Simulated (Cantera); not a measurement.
Input: 1 mol SiF₄, 5.6 mol O₃, 4.7 mol H₂, 0.72 mol H₂O, held at 1448 K and 1.00 bar.

These are equilibrium values from Cantera (NASA tables, ideal gas, pure condensed phases), not measurements of a reactor. Candidate condensed phases: H₂O, Si, SiO₂; 38 gas species. The tables hold silica as quartz up to 1696 K and as liquid above; real silica turns to tridymite and cristobalite and melts near 1996 K. Gases not in the tables: Si(OH)₄. Rates play no part.

Base state: O₂ 0.452, HF 0.274, H₂O 0.268, SiF₄ 0.00625, OH 9.70e-5 (mole fractions); condensed: SiO₂(β-quartz).

### Question
What changes in the equilibrium state with this change: SiF₄ replaced by SiH₂Cl₂?

### Answer
```json
[
 {"species": "H₂O", "before": "0.268", "after": "0.437"},
 {"species": "O₂", "before": "0.452", "after": "0.404"},
 {"species": "HCl", "before": "0", "after": "0.156"},
 {"species": "HF", "before": "0.274", "after": "0"},
 {"species": "SiF₄", "before": "0.00625", "after": "0"},
 {"species": "Cl", "before": "0", "after": "0.00148"},
 {"species": "Cl₂", "before": "0", "after": "0.00132"},
 {"species": "HOCl", "before": "0", "after": "3.00e-5"},
 {"species": "ClO", "before": "0", "after": "2.47e-5"},
 {"species": "OH", "before": "9.70e-5", "after": "0.000120"},
 {"species": "SiO₂(β-quartz), mol", "before": "0.916", "after": "1.00"}
]
```
